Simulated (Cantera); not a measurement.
A perfectly stirred reactor is fed with CH4 : CO : O2 : N2 = 1 : 0.048 : 2.8 : 13.1 (molar parts), equivalence ratio 0.72, at 240 Torr; it is adiabatic with a 798 K inlet, and is followed from long to short residence time, starting on the burning branch (τ in s: 0.19, 0.076, 0.031, 0.013, 0.0053, 0.0022, 0.00089, 0.00037, 0.00015, 6.2e-05, 2.5e-05).

Detailed kinetics in Cantera: GRI-Mech 3.0 (53 species, 325 reactions).

One state of this run: T (K) = 1997; x CH4 = 1.34e-5; x CO = 0.00490; x O2 = 0.0469; x H2O2 = 5.11e-8; x C2H2 = 3.55e-10; x CH2 = 2.54e-7. x: mole fraction; the columns are a selection and need not sum to one.

### Question
Which value of τ (s) does it belong to?
A. 0.013
B. 0.076
C. 0.0022
D. 0.031

### Answer
D, 0.031
